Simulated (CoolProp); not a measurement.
Computed with CoolProp (reference Helmholtz-energy equation of state, Schroeder 2014).

Problem. For ethanol, give the phase and the density (kg/m³), cp (kJ/(kg K)), cv (kJ/(kg K)), isothermal compressibility (1/MPa) at 492.4 K and 71.8 bar; 605.3 K and 71.8 bar.

Solution. 
- 492.4 K and 71.8 bar: liquid; density 533, cp 4.84, cv 3.09, isothermal compressibility 0.0153
- 605.3 K and 71.8 bar: supercritical; density 80.1, cp 3.18, cv 2.55, isothermal compressibility 0.176
